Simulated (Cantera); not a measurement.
A perfectly stirred reactor is fed with 18.1 % CH3OH, 15.9 % O2, 60.0 % N2, 5.97 % H2O, equivalence ratio 1.7, at 1.01 bar; it is adiabatic with a 398 K inlet, and is followed from long to short residence time, starting on the burning branch (τ in s: 0.23, 0.059, 0.015, 0.004, 0.001, 0.00027, 7.1e-05, 1.9e-05, 4.9e-06).

Cantera simulation using GRI-Mech 3.0 (53 species, 325 reactions); the numbers are that mechanism's predictions, not measurements. GRI-Mech 3.0 was tuned for natural gas; its chemistry of methanol as a main component is partial and can be far from experiment.

Task: Predict: blow-out, bracketed by the residence times tried; x(CH3OH) at τ = 0.230 s; x(O2) at τ = 0.230 s; x(H2O) at τ = 0.230 s; x(HCN) at τ = 0.230 s; x(H2) at τ = 0.230 s; x(CH3OH) at τ = 1.00 ms; x(O2) at τ = 1.00 ms; x(H2O) at τ = 1.00 ms; x(HCN) at τ = 1.00 ms; x(H2) at τ = 1.00 ms.

Result: 
```json
{
  "blow_out_bracketed_by_the_residence_times_tried": "burning at 0.270 ms, out at 71.0 µs",
  "x(CH3OH) at τ = 0.230 s": "1.65e-6",
  "x(O2) at τ = 0.230 s": "4.06e-5",
  "x(H2O) at τ = 0.230 s": "0.254",
  "x(HCN) at τ = 0.230 s": "2.20e-7",
  "x(H2) at τ = 0.230 s": "0.0954",
  "x(CH3OH) at τ = 1.00 ms": "8.69e-5",
  "x(O2) at τ = 1.00 ms": "0.00198",
  "x(H2O) at τ = 1.00 ms": "0.251",
  "x(HCN) at τ = 1.00 ms": "1.35e-5",
  "x(H2) at τ = 1.00 ms": "0.0928"
}
```
